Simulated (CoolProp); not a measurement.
Vapour-liquid equilibrium of methanol (1) + dimethyl carbonate (2) at 472.8 K; x and y are mole fractions of (1).

Values from CoolProp's multi-fluid Helmholtz-energy mixture model, de Reuck 1993 and Zhou 2011; pair parameters Bell 2016.

### Question
Give the bubble pressure and the first vapour's composition at x = 0.05, 0.2, 0.65. Is there an azeotrope?

### Answer
x = 0.05: 15.65 bar, y = 0.152; x = 0.2: 21.44 bar, y = 0.412; x = 0.65: 33.77 bar, y = 0.762. No azeotrope shows between x = 0.05 and 0.95.

The pair parameters rest on a limited set of measurements; away from them the model extrapolates.
